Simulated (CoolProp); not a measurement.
Properties of hydrogen sulfide at several states.

Values from CoolProp's reference Helmholtz-energy equation of state, Lemmon 2006. It is a short technical equation, of lower accuracy than the large ones.

```csv
T (K),p (MPa),phase,cp (kJ/(kg K)),expansivity (1/kK),viscosity (µPa s)
334.2,1.12,gas,1.126,3.659,13.4
399.1,39.4,supercritical,2.087,3.151,83.0
370.4,3.38,gas,1.332,4.425,15.1
```

Viscosity comes from a separate model (Quiñones-Cisneros 2012).
